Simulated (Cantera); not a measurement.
Input (Python, Cantera) and output of one run.

```python
import numpy as np
import cantera as ct

gas_names = """
    CL CL2 H HCL H2 K KCL KH K2 K2CL2 N NH NH2 NH3 N2 N2H2 N2H4
""".split()
cond_names = """
    K(cr) K(L) KCL(s) KCL(L) NH4CL(a) NH4CL(b)
""".split()


def load(file, names, dense=False):
    # The tables refer to 1 bar. Condensed volumes are neglected.
    table = {s.name: s for s in ct.Species.list_from_file(file)}
    out = []
    for n in names:
        d = dict(table[n].input_data)
        d["thermo"] = dict(d["thermo"], **{"reference-pressure": 1e5})
        if dense:
            d["equation-of-state"] = {"model": "constant-volume", "density": "1e6 g/cm^3"}
        out.append(ct.Species.from_dict(d))
    return out


gas = ct.Solution(thermo="ideal-gas", species=load("nasa_gas.yaml", gas_names))
cond = {s.name: ct.Solution(thermo="fixed-stoichiometry", species=[s], name=s.name)
        for s in load("nasa_condensed.yaml", cond_names, dense=True)}
atoms = {
    'KCl': {'K': 1, 'CL': 1},
    'H2': {'H': 2},
    'N2': {'N': 2},
}
top_T = {}  # K; cautious upper limits of use, not melting points


def equilibrate(T, P, feed):
    n = {}
    for name, mol in feed.items():
        for a, k in atoms[name].items():
            n[a] = n.get(a, 0.0) + k * mol
    gas.TPX = T, P, n
    mass = sum(n.values()) * gas.mean_molecular_weight
    gas.equilibrate("TP")
    valid = [c for c in cond.values() if c.min_temp <= T <= top_T.get(c.name, c.max_temp)]
    mix = ct.Mixture([(gas, mass / gas.mean_molecular_weight)] + [(c, 0.0) for c in valid])
    mix.T, mix.P = T, P
    mix.equilibrate("TP", solver="vcs", rtol=1e-11, max_steps=5000)
    return mix


results = []
feed = {'KCl': 1, 'H2': 0.4, 'N2': 29}  # mol
P = 17000  # Pa
for T in [823, 923, 1023, 1123, 1223, 1323, 1423, 1523, 1623, 1723, 1823, 1923, 2023, 2123]:
    mix = equilibrate(T, P, feed)
    results.append((T, P, feed, dict(zip(mix.species_names, mix.species_moles))))

top = {s: max(r[3][s] / sum(r[3][g] for g in gas_names) for r in results) for s in gas_names}
cols = sorted((s for s in top if top[s] > 1e-06), key=lambda s: -top[s])[:9]
seen = [c for c in cond_names if any(r[3].get(c, 0) > 1e-12 for r in results)]
print("log10 of partial pressures in bar; condensed amounts in mol")
print(f"{'T/K':>10s}" + "".join(f"{s[:9]:>10s}" for s in cols + seen))
for T, P, feed, n in results:
    ng = sum(n[g] for g in gas_names)
    print(f"{T:10.4g}" + "".join(f"{np.log10(max(n[s] / ng * P / 1e5, 1e-99)):10.3f}" for s in cols)
          + "".join(f"{n.get(c, 0):10.4g}" for c in seen))
```

It prints:

```
log10 of partial pressures in bar; condensed amounts in mol
       T/K        N2       KCL        H2     K2CL2         K       HCL         H        CL    KCL(s)    KCL(L)
       823    -0.776    -6.243    -2.636    -6.931    -9.386    -9.386   -12.453   -19.194    0.9999         0
       923    -0.776    -4.791    -2.636    -5.292    -7.937    -7.937   -10.929   -16.246    0.9954         0
      1023    -0.776    -3.637    -2.637    -3.997    -6.778    -6.778    -9.701   -13.878    0.9251         0
      1123    -0.781    -2.795    -2.642    -3.144    -5.880    -5.880    -8.692   -11.981         0    0.4666
      1223    -0.788    -2.410    -2.649    -3.065    -5.290    -5.290    -7.846   -10.552         0         0
      1323    -0.789    -2.311    -2.651    -3.453    -4.902    -4.901    -7.125    -9.452         0         0
      1423    -0.790    -2.275    -2.653    -3.883    -4.592    -4.592    -6.504    -8.530         0         0
      1523    -0.790    -2.264    -2.655    -4.295    -4.334    -4.334    -5.964    -7.739         0         0
      1623    -0.790    -2.262    -2.658    -4.670    -4.112    -4.112    -5.490    -7.047         0         0
      1723    -0.790    -2.264    -2.663    -5.008    -3.917    -3.918    -5.071    -6.437         0         0
      1823    -0.790    -2.268    -2.670    -5.312    -3.745    -3.748    -4.698    -5.894         0         0
      1923    -0.790    -2.274    -2.680    -5.589    -3.592    -3.599    -4.366    -5.408         0         0
      2023    -0.791    -2.281    -2.694    -5.842    -3.455    -3.468    -4.069    -4.972         0         0
      2123    -0.791    -2.291    -2.714    -6.077    -3.331    -3.356    -3.802    -4.579         0         0
```

Equilibrium computed with Cantera from the NASA thermochemical tables; the gas is ideal and each condensed phase is pure.
